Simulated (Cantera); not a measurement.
## Thermodynamics of silicon carbide growth, feed Si(CH3)4 + C2H2 + H2

Charge: 1 mol Si(CH3)4, 0.0076 mol C2H2, 170 mol H2, at 38000 Pa.

Equilibrium computed with Cantera from the NASA thermochemical tables; the gas is ideal and each condensed phase is pure. Candidate condensed phases: C, C6H6, C7H8, C8H18, Si, SiC; 87 gas species. Equilibrium is a limit: real reactors are often held back by kinetics, nucleation or transport.

```csv
T (K),x H2,x CH4,x H,x C2H2 (acetylene),n C(graphite),n SiC(s)
1325,0.997,0.00254,2.65e-6,8.49e-7,2.57,1.00
1400,0.998,0.00164,7.88e-6,2.51e-6,2.73,1.000
1475,0.999,0.00110,2.10e-5,6.66e-6,2.82,1.000
1550,0.999,0.000771,5.11e-5,1.60e-5,2.87,1.000
1625,0.999,0.000558,0.000114,3.55e-5,2.90,1.000
1700,0.999,0.000416,0.000239,7.33e-5,2.92,1.000
1775,0.999,0.000318,0.000469,0.000142,2.91,1.000
1850,0.999,0.000248,0.000873,0.000261,2.88,1.000
1925,0.998,0.000198,0.00155,0.000457,2.82,0.999
```
x: gas mole fraction; n: condensed amount in mol.

From 1325 K to 1925 K the condensed part is C(graphite) + SiC(s).
